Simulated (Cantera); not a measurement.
An isothermal, constant-pressure homogeneous reactor starts with C₂H₆ : N₂ = 1 : 20 (molar parts), at 1648 K and 0.0263 atm. Integrator tolerance rtol = 1e-08.

Computed with Cantera and GRI-Mech 3.0 (53 species, 325 reactions). GRI-Mech 3.0 stops at C3 and has no aromatics, soot or wall deposition, so with more carbon than oxygen in the feed, carbon stays in small species such as C2H2 where larger ones or solid carbon would form. Radical loss at walls, strong at low pressure, is not modelled.

Q: What does this change do: temperature 1648 to 1750 K?

A: 
```json
[
 {"quantity": "x(C₂H₆) at 10.0 s", "before": "5.11e-9 (gas-phase equilibrium 1.66e-11)", "after": "9.20e-11 (gas-phase equilibrium 3.81e-12)"},
 {"quantity": "x(H) at 10.0 s", "before": "0.000158 (gas-phase equilibrium 0.000162)", "after": "0.000421 (gas-phase equilibrium 0.000422)"},
 {"quantity": "x(CH₄) at 10.0 s", "before": "0.000350 (gas-phase equilibrium 1.58e-5)", "after": "3.78e-5 (gas-phase equilibrium 6.48e-6)"},
 {"quantity": "x(CH₃) at 10.0 s", "before": "1.30e-5 (gas-phase equilibrium 5.99e-7)", "after": "3.71e-6 (gas-phase equilibrium 6.39e-7)"},
 {"quantity": "x(CH₂) at 10.0 s", "before": "2.32e-8 (gas-phase equilibrium 1.10e-9)", "after": "1.95e-8 (gas-phase equilibrium 3.36e-9)"},
 {"quantity": "x(C₂H₄) at 10.0 s", "before": "7.49e-6 (gas-phase equilibrium 2.32e-6)", "after": "3.33e-6 (gas-phase equilibrium 9.73e-7)"},
 {"quantity": "x(HCN) at 10.0 s", "before": "1.31e-5 (gas-phase equilibrium 0.0596)", "after": "5.41e-5 (gas-phase equilibrium 0.0615)"}
]
```

Q: What does this change do: temperature 1648 to 1873 K?

A: 
| quantity | before | after |
|---|---|---|
| x(C₂H₆) at 10.0 s | 5.11e-9 (gas-phase equilibrium 1.66e-11) | 1.07e-12 (gas-phase equilibrium <1e-12) |
| x(H) at 10.0 s | 0.000158 (gas-phase equilibrium 0.000162) | 0.00117 (gas-phase equilibrium 0.00117) |
| x(CH₄) at 10.0 s | 0.000350 (gas-phase equilibrium 1.58e-5) | 1.73e-6 (gas-phase equilibrium 2.51e-6) |
| x(CH₃) at 10.0 s | 1.30e-5 (gas-phase equilibrium 5.99e-7) | 4.68e-7 (gas-phase equilibrium 6.80e-7) |
| x(CH₂) at 10.0 s | 2.32e-8 (gas-phase equilibrium 1.10e-9) | 7.54e-9 (gas-phase equilibrium 1.10e-8) |
| x(C₂H₄) at 10.0 s | 7.49e-6 (gas-phase equilibrium 2.32e-6) | 1.43e-6 (gas-phase equilibrium 3.84e-7) |
| x(HCN) at 10.0 s | 1.31e-5 (gas-phase equilibrium 0.0596) | 0.000162 (gas-phase equilibrium 0.0635) |
